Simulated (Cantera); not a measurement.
Feed: 1 mol Si2Cl6, 0.4 mol Cl2, a varied amount of H2, held at 973 K and 2.00 mbar.

Cantera equilibrium calculation (NASA polynomials, part measured and part estimated; ideal gas, pure solids and liquids). Candidate condensed phases: Si; 19 gas species. The feed counts by its element totals alone. The numbers say what is thermodynamically allowed, not how fast it happens.

Problem. What share of the Si ends up in condensed phases as a function of n(H2) (mol), at 44, 59, 79, 110, 140, 200, 260, 360, 480, 650, 880?

Solution. 
```csv
n(H2) (mol),Si condensed (%),as
44,27.7,Si(s)
59,31.3,Si(s)
79,35.7,Si(s)
110,41.7,Si(s)
140,46.9,Si(s)
200,55.5,Si(s)
260,62.6,Si(s)
360,71.5,Si(s)
480,79.1,Si(s)
650,85.8,Si(s)
880,90.8,Si(s)
```
